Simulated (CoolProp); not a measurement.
Vapour pressure (kPa) of carbonyl sulfide: the reference equation beside estimates from Tc = 378.8 K, pc = 6369 kPa, ω = 0.098. Clausius-Clapeyron is anchored at 280.5 K with a constant enthalpy of vaporisation of 15.82 kJ/mol.

Values from CoolProp's reference Helmholtz-energy equation of state, Lemmon 2006. It is a short technical equation, of lower accuracy than the large ones.

```csv
T (K),reference,Clausius-Clapeyron,van der Waals,Redlich-Kwong,Soave-Redlich-Kwong,Peng-Robinson
239.9,208.6,255.1,750.9,225.2,207.0,209.9
250.1,306.2,352.5,941.3,333.4,304.7,307.0
260.2,433.5,473.7,1159,474.2,432.7,433.8
270.3,596.9,622.6,1408,653.9,597.5,596.6
280.5,804.2,804.2,1691,880.3,807.4,803.6
290.6,1057,1018,2006,1154,1064,1057
300.7,1364,1269,2356,1483,1377,1365
310.9,1735,1561,2747,1875,1755,1738
321,2169,1893,3171,2328,2197,2176
331.1,2677,2268,3634,2850,2715,2690
341.3,3272,2693,4142,3451,3320,3293
351.4,3952,3162,4685,4124,4008,3981
361.5,4734,3678,5270,4879,4791,4768
371.7,5644,4250,5904,5728,5685,5673
```

Absolute difference from the reference over all 14 rows, mean and median: Clausius-Clapeyron 13.2 and 13.9 %, van der Waals 88.9 and 65.5 %, Redlich-Kwong 7.1 and 8.0 %, Soave-Redlich-Kwong 0.9 and 0.9 %, Peng-Robinson 0.3 and 0.3 %.
